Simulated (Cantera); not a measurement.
Cantera run:

```python
import numpy as np
import cantera as ct

gas_names = [...]  # 123 gases of nasa_gas.yaml made of C, H, O, Si
cond_names = """
    C(gr) C6H6(L) C7H8(L) C8H18(L),n-octa H2O(s) H2O(L) Si(cr) Si(L) SiC(b) SiO2(Lqz) SiO2(hqz) SiO2(L)
""".split()


# ... load() reads the species with a 1 bar reference pressure and builds the phases ...
atoms = {
    'TEOS': {'Si': 1, 'C': 8, 'H': 20, 'O': 4},
    'O2': {'O': 2},
}
top_T = {'C(gr)': 4500, 'SiC(b)': 3050}  # K; cautious upper limits of use, not melting points


# ... equilibrate(T, P, feed) seeds the gas with the atoms and calls Mixture.equilibrate('TP', solver="vcs", rtol=1e-11, max_steps=5000) ...
results = []
feed = {'TEOS': 1, 'O2': 1.9}  # mol
T = 1323.15  # K
for P in [5, 21, 85, 350, 1400, 5900, 24000, 100000]:
    mix = equilibrate(T, P, feed)
    results.append((T, P, feed, dict(zip(mix.species_names, mix.species_moles))))

top = {s: max(r[3][s] / sum(r[3][g] for g in gas_names) for r in results) for s in gas_names}
cols = sorted((s for s in top if top[s] > 1e-06), key=lambda s: -top[s])[:7]
seen = [c for c in cond_names if any(r[3].get(c, 0) > 1e-12 for r in results)]
print("log10 of partial pressures in bar; condensed amounts in mol")
print(f"{'P/Pa':>10s}" + "".join(f"{s[:9]:>10s}" for s in cols + seen))
for T, P, feed, n in results:
    ng = sum(n[g] for g in gas_names)
    print(f"{P:10.4g}" + "".join(f"{np.log10(max(n[s] / ng * P / 1e5, 1e-99)):10.3f}" for s in cols)
          + "".join(f"{n.get(c, 0):10.4g}" for c in seen))
```

It prints:

```
log10 of partial pressures in bar; condensed amounts in mol
      P/Pa        H2        CO       SiO       CH4       H2O       CO2         H     C(gr)    SiC(b) SiO2(hqz)
         5    -4.552    -4.682    -5.949   -12.174   -10.466   -10.865    -8.075         0       0.6         0
        21    -3.920    -4.056    -5.778   -10.683    -9.435    -9.840    -7.759         0    0.6872    0.1743
        85    -3.309    -3.447    -5.981    -9.055    -8.621    -9.028    -7.453         0    0.7263    0.2525
       350    -2.655    -2.891    -6.267    -7.478    -7.681    -8.186    -7.126     2.198         0    0.9976
      1400    -2.053    -2.289    -6.869    -6.273    -6.477    -6.982    -6.825       2.2         0    0.9998
      5900    -1.428    -1.664    -7.494    -5.024    -5.228    -5.733    -6.513       2.2         0         1
   2.4e+04    -0.819    -1.055    -8.103    -3.806    -4.010    -4.515    -6.208     2.198         0         1
     1e+05    -0.201    -0.436    -8.722    -2.571    -2.773    -3.277    -5.899     2.193         0         1
```

Method: chemical equilibrium by Gibbs-energy minimisation in Cantera with the NASA 1993 tables (ideal gas, pure condensed phases). The feed counts by its element totals alone. Mutual solubility and eutectic melting of coexisting phases are not modelled. The tables hold silica as quartz up to 1696 K and as liquid above; real silica turns to tridymite and cristobalite and melts near 1996 K.
